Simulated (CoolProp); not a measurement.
Vapour-liquid equilibrium of neopentane (1) + n-pentane (2) at 358 K; x and y are mole fractions of (1).

Computed with CoolProp (multi-fluid Helmholtz-energy mixture model, Lemmon 2006 and Thol 2019; pair parameters Bell 2016).

Q: Give the bubble pressure and the first vapour's composition at x = 0.2, 0.65, 0.95. Is there an azeotrope?

A: x = 0.2: 494.6 kPa, y = 0.310; x = 0.65: 674.9 kPa, y = 0.762; x = 0.95: 798.0 kPa, y = 0.969. No azeotrope shows between x = 0.05 and 0.95.

Pair parameters are fitted to limited data, so mixtures are less certain than the pure fluids.
